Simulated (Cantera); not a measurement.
Cantera run:

```python
import numpy as np
import cantera as ct

gas_names = """
    C CH CH2 CH3 CH2OH CH3O CH4 CH3OH CO CO2 COOH C2 C2H CHCO,ketyl C2H2,acetylene C2H2,vinylidene
    CH2CO,ketene C2H3,vinyl CH3CO,acetyl C2H4 C2H4O,ethylen CH3CHO,ethanal CH3COOH (HCOOH)2 C2H5 C2H6
    CH3OCH3 C2H5OH C2O C3 C3H3,propargyl C3H4,allene C3H4,propyne C3H4,cyclo- C3H5,allyl C3H6,propylene
    C3H6,cyclo- C3H6O C3H7,n-propyl C3H7,i-propyl C3H8 C3H8O,1propanol C3H8O,2propanol C3O2 C4 C4H2
    C4H4,1,3-cyclo- C4H6,butadiene C4H6,2-butyne C4H6,cyclo- C4H8,1-butene C4H8,cis2-buten
    C4H8,tr2-butene C4H8,isobutene C4H8,cyclo- (CH3COOH)2 C4H9,n-butyl C4H9,i-butyl C4H9,s-butyl
    C4H9,t-butyl C4H10,isobutane C4H10,n-butane C5 C5H6,1,3cyclo- C5H8,cyclo- C5H10,1-pentene
    C5H10,cyclo- C5H11,pentyl C5H11,t-pentyl C5H12,n-pentane C5H12,i-pentane CH3C(CH3)2CH3 C6H2
    C6H5,phenyl C6H5O,phenoxy C6H6 C6H5OH,phenol C6H10,cyclo- C6H12,1-hexene C6H12,cyclo- C6H13,n-hexyl
    C7H7,benzyl C7H8 C7H8O,cresol C7H14,1-heptene C7H15,n-heptyl C7H16,n-heptane C8H8,styrene
    C8H10,ethylbenz C8H16,1-octene C8H17,n-octyl C8H18,isooctane C8H18,n-octane C9H19,n-nonyl
    C10H8,naphthale C10H21,n-decyl C12H9,o-bipheny C12H10,bipheny H HCO HO2 H2 HCHO,formaldehy HCOOH H2O
    H2O2 Mg MgH MgO MgOH MgO2H2 Mg2 O OH O2 O3
""".split()
cond_names = """
    C(gr) C6H6(L) C7H8(L) C8H18(L),n-octa H2O(s) H2O(L) Mg(cr) Mg(L) MgCO3(s) MgO(s) MgO(L) MgO2H2(s)
""".split()


def load(file, names, dense=False):
    # The tables refer to 1 bar. Condensed volumes are neglected.
    table = {s.name: s for s in ct.Species.list_from_file(file)}
    out = []
    for n in names:
        d = dict(table[n].input_data)
        d["thermo"] = dict(d["thermo"], **{"reference-pressure": 1e5})
        if dense:
            d["equation-of-state"] = {"model": "constant-volume", "density": "1e6 g/cm^3"}
        out.append(ct.Species.from_dict(d))
    return out


gas = ct.Solution(thermo="ideal-gas", species=load("nasa_gas.yaml", gas_names))
cond = {s.name: ct.Solution(thermo="fixed-stoichiometry", species=[s], name=s.name)
        for s in load("nasa_condensed.yaml", cond_names, dense=True)}
atoms = {
    'Mg(OH)2': {'Mg': 1, 'O': 2, 'H': 2},
    'CO2': {'C': 1, 'O': 2},
}
top_T = {'C(gr)': 4500}  # K; cautious upper limits of use, not melting points


def equilibrate(T, P, feed):
    n = {}
    for name, mol in feed.items():
        for a, k in atoms[name].items():
            n[a] = n.get(a, 0.0) + k * mol
    gas.TPX = T, P, n
    mass = sum(n.values()) * gas.mean_molecular_weight
    gas.equilibrate("TP")
    valid = [c for c in cond.values() if c.min_temp <= T <= top_T.get(c.name, c.max_temp)]
    mix = ct.Mixture([(gas, mass / gas.mean_molecular_weight)] + [(c, 0.0) for c in valid])
    mix.T, mix.P = T, P
    mix.equilibrate("TP", solver="vcs", rtol=1e-11, max_steps=5000)
    return mix


results = []
feed = {'Mg(OH)2': 1, 'CO2': 0.29}  # mol
T = 1300  # K
P = 250000  # Pa
mix = equilibrate(T, P, feed)
results.append((T, P, feed, dict(zip(mix.species_names, mix.species_moles))))
x = sorted(zip(gas.X, gas.species_names), reverse=True)
print(f"T = {T:g} K  P = {P:g} Pa  gas = {mix.phase_moles(0):.4g} mol")
print("   x: " + "  ".join(f"{s} {v:.3e}" for v, s in x if v > 1e-06))
print("   condensed (mol): " + ("  ".join(f"{mix.phase(i).name} {mix.phase_moles(i):.4g}"
      for i in range(1, mix.n_phases) if mix.phase_moles(i) > 1e-12) or "none"))
```

Result:

```
T = 1300 K  P = 250000 Pa  gas = 1.29 mol
   x: H2O 7.752e-01  CO2 2.248e-01  H2 1.360e-05  O2 9.794e-06  CO 6.950e-06  OH 1.921e-06
   condensed (mol): MgO(s) 1
```

Cantera equilibrium calculation (NASA polynomials, part measured and part estimated; ideal gas, pure solids and liquids).
